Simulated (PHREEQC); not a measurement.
## Brine: speciation

Dissolve 0.68 mol/kgw LiCl, 0.33 mol/kgw KCl and 0.67 mol/kgw MgCl2 at 25 °C. Closed to the air; pH follows from the charge balance.

Computed with PHREEQC (Pitzer model, pitzer.dat).

This is a speciation only: nothing precipitates in the calculation.

Task: What activity of water does the model give?

Result: activity of water 0.922.
